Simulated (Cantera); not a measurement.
An isothermal, constant-pressure homogeneous reactor starts with NH3 : N2 = 1 : 0.51 (molar parts), at 1875 K and 760 Torr.

Detailed kinetics in Cantera: the gas-phase N/H chemistry of the illustrative SiF4/NH3 mechanism in the Surface Chemkin manual (1991). Walls and surfaces, which speed up NH3 decomposition in real reactors, are not modelled.

x: mole fraction; the columns are a selection and need not sum to one.

```json
[
 {"t (s)": "0.000300", "x NH3": "0.661", "x N2": "0.338", "x N2H4": "4.31e-7", "x NH": "(withheld)", "x N2H2": "2.29e-6"},
 {"t (s)": "0.000708", "x NH3": "0.658", "x N2": "0.338", "x N2H4": "4.72e-7", "x NH": "2.91e-6", "x N2H2": "2.55e-6"},
 {"t (s)": "0.00167", "x NH3": "0.653", "x N2": "0.338", "x N2H4": "4.53e-7", "x NH": "3.12e-6", "x N2H2": "2.51e-6"},
 {"t (s)": "0.00395", "x NH3": "0.640", "x N2": "0.340", "x N2H4": "4.18e-7", "x NH": "(withheld)", "x N2H2": "2.43e-6"},
 {"t (s)": "0.00932", "x NH3": "0.612", "x N2": "0.343", "x N2H4": "3.64e-7", "x NH": "(withheld)", "x N2H2": "2.24e-6"},
 {"t (s)": "0.0220", "x NH3": "0.552", "x N2": "0.348", "x N2H4": "2.94e-7", "x NH": "4.36e-6", "x N2H2": "1.89e-6"},
 {"t (s)": "0.0520", "x NH3": "0.440", "x N2": "0.359", "x N2H4": "2.06e-7", "x NH": "4.39e-6", "x N2H2": "1.34e-6"},
 {"t (s)": "0.123", "x NH3": "0.278", "x N2": "0.375", "x N2H4": "1.07e-7", "x NH": "(withheld)", "x N2H2": "7.03e-7"},
 {"t (s)": "0.290", "x NH3": "0.120", "x N2": "0.391", "x N2H4": "3.21e-8", "x NH": "(withheld)", "x N2H2": "2.24e-7"},
 {"t (s)": "0.684", "x NH3": "0.0315", "x N2": "0.399", "x N2H4": "4.22e-9", "x NH": "(withheld)", "x N2H2": "3.45e-8"},
 {"t (s)": "1.61", "x NH3": "0.00677", "x N2": "0.402", "x N2H4": "3.03e-10", "x NH": "(withheld)", "x N2H2": "2.83e-9"},
 {"t (s)": "3.81", "x NH3": "0.00189", "x N2": "0.402", "x N2H4": "2.66e-11", "x NH": "(withheld)", "x N2H2": "2.58e-10"},
 {"t (s)": "9.00", "x NH3": "0.000666", "x N2": "0.402", "x N2H4": "3.39e-12", "x NH": "(withheld)", "x N2H2": "3.33e-11"}
]
```

Task: Complete the blanks.

Result: 
- 0.000300, x NH: 2.60e-6
- 0.00395, x NH: 3.49e-6
- 0.00932, x NH: 3.98e-6
- 0.123, x NH: 3.90e-6
- 0.290, x NH: 2.82e-6
- 0.684, x NH: 1.43e-6
- 1.61, x NH: 4.83e-7
- 3.81, x NH: 1.52e-7
- 9.00, x NH: 5.50e-8
